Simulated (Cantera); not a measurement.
A Cantera script and what it prints.

```python
import numpy as np
import cantera as ct

gas_names = """
    N NO NO2 NO3 N2 N2O O O2 O3 Pb PbO Pb2
""".split()
cond_names = """
    Pb(cr) Pb(L) PbO(rd) PbO(yw) PbO(L) PbO2(s) Pb3O4(s)
""".split()


def load(file, names, dense=False):
    # The tables refer to 1 bar. Condensed volumes are neglected.
    table = {s.name: s for s in ct.Species.list_from_file(file)}
    out = []
    for n in names:
        d = dict(table[n].input_data)
        d["thermo"] = dict(d["thermo"], **{"reference-pressure": 1e5})
        if dense:
            d["equation-of-state"] = {"model": "constant-volume", "density": "1e6 g/cm^3"}
        out.append(ct.Species.from_dict(d))
    return out


gas = ct.Solution(thermo="ideal-gas", species=load("nasa_gas.yaml", gas_names))
cond = {s.name: ct.Solution(thermo="fixed-stoichiometry", species=[s], name=s.name)
        for s in load("nasa_condensed.yaml", cond_names, dense=True)}
atoms = {
    'PbO': {'Pb': 1, 'O': 1},
    'N2': {'N': 2},
}
top_T = {'Pb3O4(s)': 820}  # K; cautious upper limits of use, not melting points


def equilibrate(T, P, feed):
    n = {}
    for name, mol in feed.items():
        for a, k in atoms[name].items():
            n[a] = n.get(a, 0.0) + k * mol
    gas.TPX = T, P, n
    mass = sum(n.values()) * gas.mean_molecular_weight
    gas.equilibrate("TP")
    valid = [c for c in cond.values() if c.min_temp <= T <= top_T.get(c.name, c.max_temp)]
    mix = ct.Mixture([(gas, mass / gas.mean_molecular_weight)] + [(c, 0.0) for c in valid])
    mix.T, mix.P = T, P
    mix.equilibrate("TP", solver="vcs", rtol=1e-11, max_steps=5000)
    return mix


results = []
feed = {'PbO': 1, 'N2': 0.38}  # mol
P = 79  # Pa
for T in [523, 573, 623, 673, 723, 773, 823]:
    mix = equilibrate(T, P, feed)
    results.append((T, P, feed, dict(zip(mix.species_names, mix.species_moles))))

top = {s: max(r[3][s] / sum(r[3][g] for g in gas_names) for r in results) for s in gas_names}
cols = sorted((s for s in top if top[s] > 1e-06), key=lambda s: -top[s])[:5]
seen = [c for c in cond_names if any(r[3].get(c, 0) > 1e-12 for r in results)]
print("log10 of partial pressures in bar; condensed amounts in mol")
print(f"{'T/K':>10s}" + "".join(f"{s[:9]:>10s}" for s in cols + seen))
for T, P, feed, n in results:
    ng = sum(n[g] for g in gas_names)
    print(f"{T:10.4g}" + "".join(f"{np.log10(max(n[s] / ng * P / 1e5, 1e-99)):10.3f}" for s in cols)
          + "".join(f"{n.get(c, 0):10.4g}" for c in seen))
```

It prints:

```
log10 of partial pressures in bar; condensed amounts in mol
       T/K        N2   PbO(rd)   PbO(yw)
       523    -3.102         1         0
       573    -3.102         1         0
       623    -3.102         1         0
       673    -3.102         1         0
       723    -3.102         1         0
       773    -3.102         0         1
       823    -3.102         0         1
```

Equilibrium computed with Cantera from the NASA thermochemical tables; the gas is ideal and each condensed phase is pure.
